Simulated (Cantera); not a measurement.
Si + HF + H2 (silicon etching in halogen gases)

Feed: 1 mol Si, 1.2 mol HF, 18 mol H2, held at 1.80 Pa.

Method: chemical equilibrium by Gibbs-energy minimisation in Cantera with the NASA 1993 tables (ideal gas, pure condensed phases). Candidate condensed phases: Si; 25 gas species. The tables' values for SiF3, SiF2 are old estimates; treat these amounts as uncertain. Equilibrium is a limit: real reactors are often held back by kinetics, nucleation or transport.

```tsv
T (K)	log p H2	log p SiF4	log p SiF3	log p SiF2	log p HF	log p SiHF3	log p H	log p SiF	n Si(s)
798	-4.75	-6.55	-9.76	-12.21	-10.40	-8.38	-13.95	<-16	0.699
848	-4.75	-6.55	-9.28	-11.37	-9.90	-8.35	-13.10	<-16	0.699
898	-4.75	-6.55	-8.85	-10.63	-9.45	-8.33	-12.34	-16.68	0.698
948	-4.75	-6.55	-8.47	-9.97	-9.06	-8.31	-11.66	-15.52	0.698
998	-4.75	-6.56	-8.13	-9.38	-8.70	-8.29	-11.04	-14.47	0.697
1048	-4.75	-6.57	-7.83	-8.85	-8.38	-8.28	-10.49	-13.53	0.695
1098	-4.75	-6.59	-7.57	-8.37	-8.09	-8.28	-9.98	-12.67	0.691
1148	-4.75	-6.62	-7.34	-7.94	-7.83	-8.29	-9.52	-11.90	0.684
1198	-4.75	-6.68	-7.15	-7.57	-7.60	-8.32	-9.10	-11.20	0.672
1248	-4.75	-6.77	-7.00	-7.24	-7.40	-8.38	-8.71	-10.56	0.653
1298	-4.75	-6.92	-6.91	-6.97	-7.23	-8.48	-8.35	-9.99	0.625
```
log p: log10 of the partial pressure in bar; n: condensed amount in mol.

From 798 K to 1298 K the condensed part is Si(s).
